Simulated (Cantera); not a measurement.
A perfectly stirred reactor is fed with CH4 : H2O = 1 : 3.4 (molar parts), at 1.01 bar; it is held at 1798 K, and followed from long to short residence time.

Detailed kinetics in Cantera: GRI-Mech 3.0 (53 species, 325 reactions).

Task: What does this change do: pressure from 1.01 bar to 4.90 bar?

Result: 
| quantity | before | after |
|---|---|---|
| x(CH4) at τ = 12.0 s | 0.00206 | 0.00150 |
| x(H2O) at τ = 12.0 s | 0.354 | 0.353 |
| x(CO2) at τ = 12.0 s | 0.0247 | 0.0247 |
| x(OH) at τ = 12.0 s | 1.16e-5 | 5.27e-6 |
| x(C2H) at τ = 12.0 s | 9.17e-10 | 1.15e-10 |
| x(CH4) at τ = 47.0 ms | 0.0394 | 0.0360 |
| x(H2O) at τ = 47.0 ms | 0.530 | 0.489 |
| x(CO2) at τ = 47.0 ms | 0.0177 | 0.0218 |
| x(OH) at τ = 47.0 ms | 2.05e-5 | 8.36e-6 |
| x(C2H) at τ = 47.0 ms | 1.88e-7 | 5.67e-8 |

Task: What does this change do: temperature 1798 to 1550 K?

Result: 
| quantity | before | after |
|---|---|---|
| x(CH4) at τ = 12.0 s | 0.00206 | 0.0310 |
| x(H2O) at τ = 12.0 s | 0.354 | 0.439 |
| x(CO2) at τ = 12.0 s | 0.0247 | 0.0305 |
| x(OH) at τ = 12.0 s | 1.16e-5 | 7.08e-7 |
| x(C2H) at τ = 12.0 s | 9.17e-10 | 1.64e-9 |
| x(CH4) at τ = 47.0 ms | 0.0394 | 0.169 |
| x(H2O) at τ = 47.0 ms | 0.530 | 0.734 |
| x(CO2) at τ = 47.0 ms | 0.0177 | 0.000395 |
| x(OH) at τ = 47.0 ms | 2.05e-5 | 1.63e-6 |
| x(C2H) at τ = 47.0 ms | 1.88e-7 | 3.33e-9 |
